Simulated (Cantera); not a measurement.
Input (Python, Cantera):

```python
import numpy as np
import cantera as ct

gas = ct.Solution("gri30.yaml")
gas.TPX = 1723, 96000, {'CH4': 1, 'O2': 1.11, 'N2': 3}
reactor = ct.IdealGasReactor(gas, energy="on", clone=False)
net = ct.ReactorNet([reactor])
net.rtol, net.atol = 1e-08, 1e-16
show = ['CH4', 'O2', 'H2O2', 'H', 'CO', 'HCN', 'OH']
times = np.geomspace(5e-06, 0.1, 13)

steps = ct.SolutionArray(gas, extra=["t"])
rows = []
print(f"{'t/s':>10s}{'T/K':>9s}{'P/Pa':>11s}" + "".join(f"{s:>11s}" for s in show))
for t in times:
    while net.time < t:
        t_next = net.step()
        steps.append(gas.state, t=t_next)
    rows.append([np.interp(t, steps.t, y) for y in (steps.T, steps.P, *steps(*show).X.T)])
    print(f"{t:10.3e}{rows[-1][0]:9.1f}{rows[-1][1]:11.4g}" + "".join(f"{x:11.3e}" for x in rows[-1][2:]))
rate = np.gradient(steps.T, steps.t)
print("integrator steps:", len(steps.t))
if steps.T.max() > steps.T[0] + 200:
    print(f"time of steepest temperature rise: {steps.t[rate.argmax()]:.4e} s")
gas.TPX = 1723, 96000, {'CH4': 1, 'O2': 1.11, 'N2': 3}
gas.equilibrate("UV")
print(f"equilibrium (UV): T = {gas.T:.1f} K  " + "  ".join(f"{s} {gas[s].X[0]:.3e}" for s in show))
```

Output:

```
       t/s      T/K       P/Pa        CH4         O2       H2O2          H         CO        HCN         OH
 5.000e-06   1722.8  9.599e+04  1.956e-01  2.172e-01  2.487e-07  4.325e-07  1.261e-08  3.200e-15  3.642e-07
 1.141e-05   1722.5  9.598e+04  1.955e-01  2.172e-01  5.622e-07  5.221e-07  1.587e-07  1.913e-14  6.853e-07
 2.605e-05   1722.1  9.596e+04  1.952e-01  2.170e-01  9.670e-07  8.810e-07  2.856e-06  1.318e-13  1.586e-06
 5.946e-05   1723.6  9.608e+04  1.936e-01  2.162e-01  1.731e-06  3.093e-06  7.858e-05  1.413e-12  5.051e-06
 1.357e-04   1799.3  1.011e+05  1.701e-01  2.010e-01  1.490e-05  6.710e-05  5.979e-03  3.961e-10  7.323e-05
 3.098e-04   3017.7  2.046e+05  5.836e-12  1.323e-03  1.407e-07  4.380e-02  1.403e-01  9.392e-08  1.603e-02
 7.071e-04   3013.7  2.044e+05  5.992e-12  1.273e-03  1.367e-07  4.347e-02  1.404e-01  1.386e-07  1.573e-02
 1.614e-03   3013.4  2.044e+05  6.006e-12  1.269e-03  1.364e-07  4.344e-02  1.404e-01  1.423e-07  1.571e-02
 3.684e-03   3013.4  2.044e+05  6.006e-12  1.269e-03  1.364e-07  4.344e-02  1.404e-01  1.423e-07  1.571e-02
 8.409e-03   3013.4  2.044e+05  6.006e-12  1.269e-03  1.364e-07  4.344e-02  1.404e-01  1.423e-07  1.571e-02
 1.919e-02   3013.4  2.044e+05  6.006e-12  1.269e-03  1.364e-07  4.344e-02  1.404e-01  1.423e-07  1.571e-02
 4.381e-02   3013.4  2.044e+05  6.006e-12  1.269e-03  1.364e-07  4.344e-02  1.404e-01  1.423e-07  1.571e-02
 1.000e-01   3013.4  2.044e+05  6.006e-12  1.269e-03  1.364e-07  4.344e-02  1.404e-01  1.423e-07  1.571e-02
integrator steps: 1769
time of steepest temperature rise: 1.6373e-04 s
equilibrium (UV): T = 3013.4 K  CH4 6.972e-12  O2 1.269e-03  H2O2 1.364e-07  H 4.344e-02  CO 1.404e-01  HCN 1.423e-07  OH 1.571e-02
```

Detailed kinetics in Cantera: GRI-Mech 3.0 (53 species, 325 reactions). Above 3000 K some thermodynamic fits are extrapolated.
